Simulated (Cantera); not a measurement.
Input: 1 mol Al, 11 mol NH₃, 35 mol H₂, at 0.150 bar.

Cantera equilibrium calculation (NASA polynomials, part measured and part estimated; ideal gas, pure solids and liquids). Candidate condensed phases: Al, AlN; 13 gas species. Equilibrium is a limit: real reactors are often held back by kinetics, nucleation or transport.

Problem. At 1575 °C, list the 4 most abundant gas species with their mole fractions, and the condensed phases.

Solution. H₂ 0.910, N₂ 0.0885, H 0.00131, Al 5.22e-5. Condensed: AlN(s).
